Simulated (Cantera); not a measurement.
A Cantera script and what it prints.

```python
import numpy as np
import cantera as ct

gas_names = """
    B BN BO BO2 B2 B2O B2O2 B2O3 N NO NO2 NO3 N2 N2O O O2 O3
""".split()
cond_names = """
    B(b) B(L) BN(s) B2O3(L)
""".split()


# ... load() reads the species with a 1 bar reference pressure and builds the phases ...
atoms = {
    'B2O3': {'B': 2, 'O': 3},
    'N2': {'N': 2},
}
top_T = {'BN(s)': 3200}  # K; cautious upper limits of use, not melting points


# ... equilibrate(T, P, feed) seeds the gas with the atoms and calls Mixture.equilibrate('TP', solver="vcs", rtol=1e-11, max_steps=5000) ...
results = []
feed = {'B2O3': 1, 'N2': 6.3}  # mol
P = 133.322  # Pa
for T in [1023, 1173, 1323, 1473, 1623, 1773, 1923, 2073, 2223]:
    mix = equilibrate(T, P, feed)
    results.append((T, P, feed, dict(zip(mix.species_names, mix.species_moles))))

top = {s: max(r[3][s] / sum(r[3][g] for g in gas_names) for r in results) for s in gas_names}
cols = sorted((s for s in top if top[s] > 1e-06), key=lambda s: -top[s])[:7]
seen = [c for c in cond_names if any(r[3].get(c, 0) > 1e-12 for r in results)]
print("log10 of partial pressures in bar; condensed amounts in mol")
print(f"{'T/K':>10s}" + "".join(f"{s[:9]:>10s}" for s in cols + seen))
for T, P, feed, n in results:
    ng = sum(n[g] for g in gas_names)
    print(f"{T:10.4g}" + "".join(f"{np.log10(max(n[s] / ng * P / 1e5, 1e-99)):10.3f}" for s in cols)
          + "".join(f"{n.get(c, 0):10.4g}" for c in seen))
```

Result:

```
log10 of partial pressures in bar; condensed amounts in mol
       T/K        N2      B2O3        BO       BO2         O        NO        O2   B2O3(L)
      1023    -2.875   -11.008   -15.611   -15.705   -20.250   -16.188   -21.487         1
      1173    -2.875    -8.429   -12.660   -12.481   -16.496   -13.489   -17.283         1
      1323    -2.875    -6.459   -10.267   -10.127   -13.847   -11.658   -14.544    0.9984
      1473    -2.879    -4.908    -8.405    -8.229   -11.673   -10.138   -12.237     0.941
      1623    -2.939    -3.739    -6.927    -6.740    -9.920    -8.949   -10.399         0
      1773    -2.939    -3.741    -6.126    -6.052    -8.588    -8.061    -9.121         0
      1923    -2.940    -3.748    -5.471    -5.458    -7.430    -7.280    -7.978         0
      2073    -2.943    -3.772    -4.920    -4.959    -6.442    -6.615    -7.004         0
      2223    -2.951    -3.835    -4.452    -4.564    -5.616    -6.072    -6.221         0
```

Method: chemical equilibrium by Gibbs-energy minimisation in Cantera with the NASA 1993 tables (ideal gas, pure condensed phases).
